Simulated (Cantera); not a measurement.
An adiabatic, constant-pressure homogeneous reactor starts with CH4 : C2H6 : O2 : N2 = 1 : 0.093 : 1.22 : 4.6 (molar parts), at 1525 K and 0.582 atm. Integrator tolerance rtol = 1e-08.

Cantera simulation using GRI-Mech 3.0 (53 species, 325 reactions); the numbers are that mechanism's predictions, not measurements.

Task: What does this change do: initial temperature 1525 to 1375 K?

Result: 
| quantity | before | after |
|---|---|---|
| time of steepest temperature rise | 0.438 ms | 1.85 ms |
| temperature at 0.100 s | 2549 K | 2450 K |
| equilibrium temperature | 2549 K | 2450 K |
| x(CH4) at 0.100 s | 2.39e-12 (gas-phase equilibrium 2.70e-12) | 3.75e-12 (gas-phase equilibrium 4.22e-12) |
| x(C2H6) at 0.100 s | <1e-12 (gas-phase equilibrium <1e-12) | <1e-12 (gas-phase equilibrium <1e-12) |
| x(O2) at 0.100 s | 8.55e-5 (gas-phase equilibrium 8.55e-5) | 3.24e-5 (gas-phase equilibrium 3.24e-5) |
| x(CH3) at 0.100 s | 4.61e-12 (gas-phase equilibrium 5.19e-12) | 4.74e-12 (gas-phase equilibrium 5.34e-12) |
| x(H) at 0.100 s | 0.0152 (gas-phase equilibrium 0.0152) | 0.00994 (gas-phase equilibrium 0.00994) |
| x(CH2O) at 0.100 s | 4.18e-9 (gas-phase equilibrium 4.18e-9) | 4.25e-9 (gas-phase equilibrium 4.25e-9) |

Task: What does this change do: N2 4.6 to 14 parts?

Result: 
| quantity | before | after |
|---|---|---|
| time of steepest temperature rise | 0.438 ms | 1.17 ms |
| temperature at 0.100 s | 2549 K | 2075 K |
| equilibrium temperature | 2549 K | 2076 K |
| x(CH4) at 0.100 s | 2.39e-12 (gas-phase equilibrium 2.70e-12) | 7.89e-12 (gas-phase equilibrium 3.21e-12) |
| x(C2H6) at 0.100 s | <1e-12 (gas-phase equilibrium <1e-12) | <1e-12 (gas-phase equilibrium <1e-12) |
| x(O2) at 0.100 s | 8.55e-5 (gas-phase equilibrium 8.55e-5) | 3.36e-7 (gas-phase equilibrium 3.40e-7) |
| x(CH3) at 0.100 s | 4.61e-12 (gas-phase equilibrium 5.19e-12) | 2.04e-12 (gas-phase equilibrium <1e-12) |
| x(H) at 0.100 s | 0.0152 (gas-phase equilibrium 0.0152) | 0.000917 (gas-phase equilibrium 0.000919) |
| x(CH2O) at 0.100 s | 4.18e-9 (gas-phase equilibrium 4.18e-9) | 9.43e-10 (gas-phase equilibrium 9.42e-10) |
